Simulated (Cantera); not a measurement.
Charge: 1 mol B, 0.072 mol H₂O, equilibrated at 1275 °C and 22000 Pa.

These are equilibrium values from Cantera (NASA tables, ideal gas, pure condensed phases), not measurements of a reactor. Candidate condensed phases: B, B₂O₃, B₃O₃H₃, H₂O; 23 gas species. Mutual solubility and eutectic melting of coexisting phases are not modelled. The tables' values for BH₂ are old estimates; treat these amounts as uncertain. Equilibrium is a limit: real reactors are often held back by kinetics, nucleation or transport.

Base state: H₂ 0.983, HBO 0.0125, B₃O₃H₃ 0.00312, B₂O₂ 0.00105, HBO₂ 0.000349, B₂O₃ 0.000256, H 6.52e-5, BO 2.02e-5 (mole fractions); condensed: B(s) + B₂O₃(l).

Q: What changes in the equilibrium state with this change: H₂O from 0.072 to 16 mol?

A: 
```
species         before     after
------------  --------  --------
H₂O            2.00e-5     0.850
H₂               0.983    0.0910
HBO₂          0.000349    0.0580
HBO             0.0125   4.53e-6
B₃O₃H₃         0.00312     <1e-9
(HBO₂)₃          <1e-9  0.000790
B₂O₂           0.00105   1.48e-9
B(s), mol        0.951         0
B₂O₃(l), mol    0.0234         0
```
Gases not in the tables: H₃BO₃.
